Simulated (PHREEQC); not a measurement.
**Silver or lead bath**

Make-up at 25 °C: 0.0011 mol/kgw PbCl2 and 0.0021 mol/kgw HF. Closed to the air; pH follows from the charge balance.

All values are PHREEQC results (ion-association model, wateq4f.dat), not measurements.

Each row changes one thing in this solution. This is a speciation only: nothing precipitates in the calculation.

| case | pH | ionic strength (mol/kgw) | HF (mol/kgw) | F- (mol/kgw) | HF2- (mol/kgw) | H2F2 (mol/kgw) |
|---|---|---|---|---|---|---|
| as made | 3.05 | 0.00409 | 0.00115 | 0.000926 | 4.07e-6 | 3.42e-6 |
| diluted 10-fold with water | 3.78 | 0.000497 | 4.08e-5 | 0.000169 | 2.64e-8 | 4.33e-9 |
| HF from 0.0021 to 0.00105 mol/kgw | 3.25 | 0.00374 | 0.000456 | 0.000583 | 1.02e-6 | 5.41e-7 |
| HF replaced by NH4HF2 at the same molality | ___ | 0.00569 | 0.00159 | 0.00254 | 1.54e-5 | 6.55e-6 |
| PbCl2 replaced by HCl at the same molality | ___ | 0.00172 | ___ | ___ | 3.48e-6 | 5.58e-6 |

Question: Complete the blanks.

Answer: 
- HF replaced by NH4HF2 at the same molality, pH: 3.34
- PbCl2 replaced by HCl at the same molality, pH: 2.78
- PbCl2 replaced by HCl at the same molality, HF (mol/kgw): 0.00146
- PbCl2 replaced by HCl at the same molality, F- (mol/kgw): 0.000620

Some of these states are supersaturated (in Matlockite, for instance).
